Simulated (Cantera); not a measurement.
Feed: 1 mol CH2F2, 0.043 mol F2, 2.2 mol H2, 0.00012 mol Cl2, equilibrated at 86.0 Pa.

Cantera equilibrium calculation (NASA polynomials, part measured and part estimated; ideal gas, pure solids and liquids). Candidate condensed phases: C, C6H6, C7H8, C8H18; 118 gas species. Kinetics and transport are ignored.

x: gas mole fraction; n: condensed amount in mol.

```json
[
 {"T (K)": "1525", "x H2": "0.508", "x H": "0.000575", "x HF": "0.491", "x F": "1.82e-8", "n C(graphite)": "1.000"},
 {"T (K)": "1625", "x H2": "0.507", "x H": "0.00171", "x HF": "0.491", "x F": "1.05e-7", "n C(graphite)": "1.000"},
 {"T (K)": "1725", "x H2": "0.505", "x H": "…", "x HF": "0.491", "x F": "…", "n C(graphite)": "1.000"},
 {"T (K)": "1825", "x H2": "0.500", "x H": "…", "x HF": "0.489", "x F": "…", "n C(graphite)": "0.999"},
 {"T (K)": "1925", "x H2": "0.491", "x H": "0.0228", "x HF": "0.486", "x F": "6.78e-6", "n C(graphite)": "0.998"},
 {"T (K)": "2025", "x H2": "0.474", "x H": "0.0452", "x HF": "0.480", "x F": "2.08e-5", "n C(graphite)": "0.996"},
 {"T (K)": "2125", "x H2": "0.445", "x H": "0.0826", "x HF": "0.471", "x F": "5.80e-5", "n C(graphite)": "0.993"},
 {"T (K)": "2225", "x H2": "0.402", "x H": "0.140", "x HF": "0.457", "x F": "0.000149", "n C(graphite)": "0.989"},
 {"T (K)": "2325", "x H2": "0.341", "x H": "0.219", "x HF": "0.437", "x F": "0.000359", "n C(graphite)": "0.983"},
 {"T (K)": "2425", "x H2": "0.268", "x H": "0.316", "x HF": "0.413", "x F": "0.000831", "n C(graphite)": "0.974"},
 {"T (K)": "2525", "x H2": "0.191", "x H": "0.417", "x HF": "0.386", "x F": "0.00188", "n C(graphite)": "0.955"},
 {"T (K)": "2625", "x H2": "0.122", "x H": "0.506", "x HF": "0.359", "x F": "0.00423", "n C(graphite)": "0.890"}
]
```

### Question
What belongs in the gaps?

### Answer

- 1825, x H: 0.0106
- 1825, x F: 1.96e-6
- 1725, x H: 0.00450
- 1725, x F: 4.93e-7
